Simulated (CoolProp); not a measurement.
Vapour-liquid equilibrium of acetone (1) + water (2) at 329.4 K; x and y are mole fractions of (1).

Model: multi-fluid Helmholtz-energy mixture model, Lemmon 2006 and Wagner 2002; pair parameters Bell 2016, in CoolProp.

```
x      bubble pressure (bar)  y at the bubble point  dew pressure at overall composition x (bar)  liquid density (mol/L)
-----  ---------------------  ---------------------  -------------------------------------------  ----------------------
0.05                  0.4643                  0.653                                       0.1759                       …
0.125                 0.7112                  0.784                                       0.1907                   42.03
0.2                   0.8161                  0.817                                       0.2082                   36.55
0.275                 0.8529                      …                                       0.2292                   32.12
0.35                  0.8625                  0.831                                       0.2549                   28.48
0.425                 0.8653                  0.832                                       0.2870                   25.46
0.5                        …                      …                                       0.3284                   22.91
0.575                      …                  0.839                                       0.3835                   20.74
0.65                  0.8983                  0.850                                       0.4604                   18.88
0.725                 0.9208                  0.867                                       0.5750                   17.27
0.8                   0.9469                  0.892                                       0.7595                   15.86
0.875                 0.9747                  0.925                                       0.9296                   14.63
0.95                   1.002                  0.967                                       0.9917                   13.55
```

Question: Fill in the missing entries.

Answer: 
- 0.05, liquid density (mol/L): 48.96
- 0.275, y at the bubble point: 0.828
- 0.5, bubble pressure (bar): 0.8704
- 0.5, y at the bubble point: 0.834
- 0.575, bubble pressure (bar): 0.8812

No azeotrope shows between x = 0.05 and 0.95.

The pair parameters rest on a limited set of measurements; away from them the model extrapolates. With so large a gap from Raoult's law the liquid may split in two, which this calculation doesn't test in full.
